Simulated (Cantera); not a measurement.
A Cantera script and what it prints.

```python
import numpy as np
import cantera as ct

gas_names = """
    O N2
""".split()
cond_names = """
    ZrN(s) ZrN(L) ZrO2(a) ZrO2(b) ZrO2(L)
""".split()


# ... load() reads the species with a 1 bar reference pressure and builds the phases ...
species = {s.name: s for s in load("nasa_gas.yaml", gas_names) + load("nasa_condensed.yaml", cond_names)}
# Each term lists the table entries of one substance; the one whose range holds T is used.
reactions = {
    '4 O(g) + 2 ZrN = N2(g) + 2 ZrO2':
        [(-4, ['O']), (-2, ['ZrN(s)', 'ZrN(L)']), (1, ['N2']), (2, ['ZrO2(a)', 'ZrO2(b)', 'ZrO2(L)'])],
}


def pick(names, T):
    return next(species[n] for n in names if species[n].thermo.min_temp <= T <= species[n].thermo.max_temp)


results = []
for label, terms in reactions.items():
    print(label)
    print("     T/K   dH/kJ  dS/(J/K)   dG/kJ   log10 K")
    for T in [300, 1273, 1373, 1473, 1573, 1673, 1773, 1873, 1973, 2073]:
        used = [(nu, pick(names, T)) for nu, names in terms]
        dH = sum(nu * s.thermo.h(T) for nu, s in used) / 1e6
        dS = sum(nu * s.thermo.s(T) for nu, s in used) / 1e3
        dG = dH - T * dS / 1e3
        logK = -dG * 1e6 / (ct.gas_constant * T * np.log(10))
        results.append((label, T, dH, dS, dG, logK, [s.name for _, s in used]))
        print(f"{T:8g} {dH:8.1f} {dS:8.1f} {dG:8.1f} {logK:8.2f}")
```

It prints:

```
4 O(g) + 2 ZrN = N2(g) + 2 ZrO2
     T/K   dH/kJ  dS/(J/K)   dG/kJ   log10 K
     300  -2461.2   -429.9  -2332.2   406.07
    1273  -2470.4   -447.2  -1901.1    78.01
    1373  -2470.6   -447.3  -1856.4    70.62
    1473  -2470.8   -447.5  -1811.6    64.24
    1573  -2460.1   -440.3  -1767.6    58.70
    1673  -2461.6   -441.1  -1723.6    53.81
    1773  -2463.2   -442.0  -1679.4    49.48
    1873  -2464.8   -443.0  -1635.1    45.60
    1973  -2466.6   -443.9  -1590.8    42.12
    2073  -2468.6   -444.9  -1546.4    38.96
```

Source: NASA polynomial tables (part measured, part estimated), evaluated in Cantera. ZrN: taken at fixed stoichiometry. Condensed species are held in their standard states even where they would react or evaporate.
